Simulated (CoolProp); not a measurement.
Vapour-liquid equilibrium of R143a (1) + isobutane (2) at -59.05 °C; x and y are mole fractions of (1).

Values from CoolProp's multi-fluid Helmholtz-energy mixture model, Lemmon and Jacobsen 2000 and Bücker 2006; pair parameters Bell 2016.

Give the bubble pressure and the first vapour's composition at x = 0.05, 0.575, 0.65. Is there an azeotrope?

x = 0.05: 23.58 kPa, y = 0.598; x = 0.575: 51.88 kPa, y = 0.850; x = 0.65: 52.55 kPa, y = 0.856. No azeotrope shows between x = 0.05 and 0.95.

Pair parameters are fitted to limited data, so mixtures are less certain than the pure fluids. With so large a gap from Raoult's law the liquid may split in two, which this calculation doesn't test in full.
